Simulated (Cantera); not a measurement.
A Cantera script and its output.

```python
import numpy as np
import cantera as ct

gas = ct.Solution("gri30.yaml")
gas.TPX = 1475, 85000, {'CH4': 1, 'H2O': 0.65}
reactor = ct.IdealGasConstPressureReactor(gas, energy="off", clone=False)
net = ct.ReactorNet([reactor])
net.rtol, net.atol = 1e-08, 1e-18
show = ['CH4', 'H2O', 'CO2', 'HO2', 'C2H', 'O']
times = np.geomspace(2e-05, 200, 15)

steps = ct.SolutionArray(gas, extra=["t"])
rows = []
print(f"{'t/s':>10s}{'T/K':>9s}{'P/Pa':>11s}" + "".join(f"{s:>11s}" for s in show))
for t in times:
    while net.time < t:
        t_next = net.step()
        steps.append(gas.state, t=t_next)
    rows.append([np.interp(t, steps.t, y) for y in (steps.T, steps.P, *steps(*show).X.T)])
    print(f"{t:10.3e}{rows[-1][0]:9.1f}{rows[-1][1]:11.4g}" + "".join(f"{x:11.3e}" for x in rows[-1][2:]))
rate = np.gradient(steps.T, steps.t)
print("integrator steps:", len(steps.t))
if steps.T.max() > steps.T[0] + 200:
    print(f"time of steepest temperature rise: {steps.t[rate.argmax()]:.4e} s")
gas.TPX = 1475, 85000, {'CH4': 1, 'H2O': 0.65}
gas.equilibrate("TP")
print(f"equilibrium (TP): T = {gas.T:.1f} K  " + "  ".join(f"{s} {gas[s].X[0]:.3e}" for s in show))
```

Output:

```
       t/s      T/K       P/Pa        CH4        H2O        CO2        HO2        C2H          O
 2.000e-05   1475.0    8.5e+04  6.060e-01  3.939e-01  1.537e-22  8.672e-20  1.710e-22  7.646e-15
 6.325e-05   1475.0    8.5e+04  6.060e-01  3.939e-01  3.090e-19  2.271e-18  6.045e-20  6.870e-14
 2.000e-04   1475.0    8.5e+04  6.059e-01  3.939e-01  5.029e-16  3.133e-17  1.674e-17  4.134e-13
 6.325e-04   1475.0    8.5e+04  6.056e-01  3.939e-01  1.762e-13  7.832e-17  1.210e-15  8.125e-13
 2.000e-03   1475.0    8.5e+04  6.047e-01  3.939e-01  1.820e-11  1.450e-16  4.133e-14  1.354e-12
 6.325e-03   1475.0    8.5e+04  6.011e-01  3.935e-01  1.575e-09  3.224e-16  1.678e-12  2.620e-12
 2.000e-02   1475.0    8.5e+04  5.860e-01  3.910e-01  8.702e-08  5.042e-16  4.956e-11  3.565e-12
 6.325e-02   1475.0    8.5e+04  5.377e-01  3.796e-01  1.755e-06  4.588e-16  4.326e-10  2.547e-12
 2.000e-01   1475.0    8.5e+04  4.342e-01  3.528e-01  2.343e-05  3.331e-16  1.309e-09  1.378e-12
 6.325e-01   1475.0    8.5e+04  2.814e-01  3.122e-01  2.675e-04  2.549e-16  2.430e-09  7.704e-13
 2.000e+00   1475.0    8.5e+04  1.475e-01  2.649e-01  2.010e-03  2.902e-16  3.637e-09  6.341e-13
 6.325e+00   1475.0    8.5e+04  1.163e-01  2.092e-01  6.724e-03  2.333e-16  3.352e-09  5.981e-13
 2.000e+01   1475.0    8.5e+04  1.110e-01  1.350e-01  9.238e-03  9.516e-17  2.151e-09  4.544e-13
 6.325e+01   1475.0    8.5e+04  9.745e-02  6.547e-02  6.472e-03  2.106e-17  1.192e-09  2.668e-13
 2.000e+02   1475.0    8.5e+04  8.182e-02  2.057e-02  2.386e-03  1.970e-18  6.749e-10  9.635e-14
integrator steps: 1660
equilibrium (TP): T = 1475.0 K  CH4 7.208e-02  H2O 4.177e-06  CO2 5.131e-07  HO2 8.505e-26  C2H 4.718e-10  O 2.769e-17
```

Computed with Cantera and GRI-Mech 3.0 (53 species, 325 reactions). GRI-Mech 3.0 stops at C3 and has no aromatics, soot or wall deposition, so with more carbon than oxygen in the feed, carbon stays in small species such as C2H2 where larger ones or solid carbon would form.
